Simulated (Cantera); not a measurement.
# Counterflow diffusion flame

A counterflow diffusion flame at 0.530 bar, nozzles 20 mm apart: fuel side 47.6 % CH4, 52.4 % H2 at 575 K, oxidiser side 26.0 % O2, 74.0 % N2 at 325 K, fuel mass flux 0.41 times the oxidiser's; mixture-averaged transport, no radiation.

Computed with Cantera and GRI-Mech 3.0 (53 species, 325 reactions). GRI-Mech 3.0 has no aromatics or soot, which form on the fuel side of real flames. The maximum strain rate includes the flame's own expansion and is several times the mean.

```csv
oxidiser flux (kg/m²/s),max strain (1/s),mean strain (1/s),T max (K),peak x OH,peak x H,peak x NO,peak x CO,peak x C2H2
0.32,495,96.1,2238,0.0182,0.0148,0.000246,0.0552,0.0132
0.42,630,126,2222,0.0181,0.0155,0.000223,0.0544,0.0131
0.56,801,168,2202,0.0178,0.0163,0.000198,0.0533,0.0131
0.74,1010,222,2181,0.0174,0.0170,0.000176,0.0522,0.0129
0.98,1280,294,2160,0.0169,0.0177,0.000154,0.0512,0.0128
1.3,1630,391,2141,0.0164,0.0184,0.000134,0.0505,0.0126
1.7,2030,511,2123,0.0160,0.0191,0.000115,0.0498,0.0124
2.3,2580,691,2101,0.0153,0.0197,9.51e-5,0.0492,0.0119
3,3170,901,2080,0.0146,0.0202,7.82e-5,0.0489,0.0113
4,3980,1200,2054,0.0138,0.0205,6.08e-5,0.0487,0.0104
```
x: mole fraction; the columns are a selection and need not sum to one.
